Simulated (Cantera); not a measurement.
A diamond (100) surface in a fixed gas of H2 with x(CH4) = 0.016, x(CH3) = 0.0015, at 1125 K, 143 Torr; coverages are run to steady state.

Model: the Harris–Goodwin 1993 mechanism for the reconstructed diamond (100) surface, integrated in Cantera.

θ: site fractions in the mechanism's names (c6HH fully hydrogenated, c6H* and c6*H radical sites, c6** diradical, c6HM methylated).

| x(H) | growth (µm/h) | θ c6HH | θ c6H* | θ c6*H | θ c6** | θ c6HM |
|---|---|---|---|---|---|---|
| 0.0001 | 10.2 | 0.417 | 0.0164 | 0.246 | 0.00174 | 0.201 |
| 0.00022 | … | 0.375 | … | 0.271 | … | 0.210 |
| 0.00048 | 48.1 | 0.364 | 0.0197 | 0.294 | 0.00631 | 0.200 |
| 0.001 | … | 0.377 | … | … | … | … |
| 0.0023 | 136 | 0.409 | 0.0244 | 0.365 | 0.0137 | 0.120 |
| 0.005 | 181 | 0.440 | 0.0270 | 0.401 | 0.0169 | 0.0737 |
| 0.011 | 213 | 0.464 | 0.0289 | 0.427 | 0.0192 | 0.0395 |
| 0.024 | 232 | 0.477 | 0.0305 | 0.441 | 0.0205 | 0.0197 |
| 0.053 | 243 | 0.484 | 0.0322 | 0.448 | 0.0214 | 0.00937 |

**Question.** Complete the blanks.

**Answer.** 
- 0.00022, growth (µm/h): 23.4
- 0.00022, θ c6H*: 0.0181
- 0.00022, θ c6**: 0.00355
- 0.001, growth (µm/h): 84.6
- 0.001, θ c6H*: 0.0216
- 0.001, θ c6*H: 0.323
- 0.001, θ c6**: 0.00967
- 0.001, θ c6HM: 0.170
